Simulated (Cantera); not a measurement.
A closed system holds: 1 mol Fe3O4, 0.63 mol C, 0.46 mol H2, held at 2050 K and 1.33 mbar.

These are equilibrium values from Cantera (NASA tables, ideal gas, pure condensed phases), not measurements of a reactor. The tables' stoichiometric FeO is somewhat more stable than real wüstite, so its field is too wide. FeO: taken at fixed stoichiometry. Rates play no part.

```
species        before     after
-----------  --------  --------
H2O             0.241     0.283
H2              0.115     0.249
Fe              0.106     0.197
CO              0.351     0.186
CO2             0.155    0.0445
H              0.0210    0.0310
O2           0.000578  0.000169
O            0.000641  0.000346
OH            0.00484   0.00385
Fe(OH)2      0.000119  0.000139
FeO           0.00501   0.00501
FeO(l), mol      2.86      2.45
```
Gas species are given as mole fractions.

Q: Name the change that produced these shifts.
A. temperature from 2050 K to 1148.15 K
B. H2 from 0.46 to 1.5 mol
C. temperature from 2050 K to 1273.15 K
D. temperature from 2050 K to 1925 K

A: B, H2 from 0.46 to 1.5 mol
